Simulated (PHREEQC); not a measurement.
Solution (25 °C): 0.049 mol HF, 9.4e-05 mol NH4HF2 and 0.028 mol H3PO4 per kg of water. Closed to the air; pH follows from the charge balance.

The numbers come from PHREEQC with the ion-association model, phreeqc.dat.

This is a speciation only: nothing precipitates in the calculation.

Task: What pH does the model give?

Result: pH 1.91.

Task: In which forms is P present?

Result: H3PO4 62 %, H2PO4- 38 % of the P.

Species that the database lacks are ignored.
